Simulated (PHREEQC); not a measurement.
## Alkaline etch or developer: speciation

Solution (25 °C): 0.054 mol/kgw NaOH and 0.00019 mol/kgw K3PO4. Closed to the air; pH follows from the charge balance.

Model: ion-association model, phreeqc.dat, run in PHREEQC.

No solid was allowed to form.

Problem. What pH, specific conductance does the model give?

Solution. pH 12.63; specific conductance 11700 µS/cm.

Problem. In which forms is P present?

Solution. PO4-3 85 %, HPO4-2 15 %, NaHPO4- 0.7 % of the P.

Species that the database lacks are ignored.
